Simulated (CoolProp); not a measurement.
Saturation properties of propane (Tc = 369.9 K, pc = 42.51 bar, ω = 0.152).

Values from CoolProp's reference Helmholtz-energy equation of state, Lemmon 2009.

| T (K) | p (bar) | liquid density (kg/m³) | vapour density (kg/m³) | liquid cp (kJ/(kg K)) | vapour viscosity (µPa s) |
|---|---|---|---|---|---|
| 264.3 | 3.586 | 540.3 | 7.913 | 2.431 | 7.19 |
| 270.2 | 4.331 | 532.6 | 9.480 | 2.472 | 7.36 |
| 276 | 5.171 | 524.7 | 11.25 | 2.515 | 7.53 |
| 281.8 | 6.126 | 516.6 | 13.27 | 2.562 | 7.71 |
| 287.6 | 7.206 | 508.3 | 15.58 | 2.613 | 7.90 |
| 293.5 | 8.442 | 499.5 | 18.25 | 2.670 | 8.10 |
| 299.3 | 9.802 | 490.6 | 21.24 | 2.732 | 8.31 |
| 305.1 | 11.32 | 481.2 | 24.64 | 2.801 | 8.54 |
| 310.9 | 13.00 | 471.4 | 28.52 | 2.879 | 8.79 |
| 316.7 | 14.85 | 461.1 | 32.94 | 2.970 | 9.06 |
| 322.6 | 16.93 | 449.9 | 38.11 | 3.078 | 9.37 |
| 328.4 | 19.17 | 438.2 | 43.98 | 3.207 | 9.71 |

It boils at 231.0 K under 1 atm.

Viscosity comes from a separate model (Vogel 1998).
